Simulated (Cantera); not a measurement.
A diamond (100) surface in a fixed gas of H2 with x(CH4) = 0.023, x(H) = 0.0015, at 900 K, 1700 Pa; coverages are run to steady state.

Computed with Cantera and the Harris–Goodwin 1993 mechanism for the reconstructed diamond (100) surface.

One state of this run: growth (µm/h) = 2.42; θ c6HH = 0.474; θ c6H* = 0.00709; θ c6*H = 0.198; θ c6** = 0.00262; θ c6HM = 0.256. θ: site fractions in the mechanism's names (c6HH fully hydrogenated, c6H* and c6*H radical sites, c6** diradical, c6HM methylated).

**Question.** Which value of x(CH3) does it belong to?
A) 2.7e-05
B) 0.00071
C) 0.00031
D) 5.2e-06

**Answer.** B, 0.00071
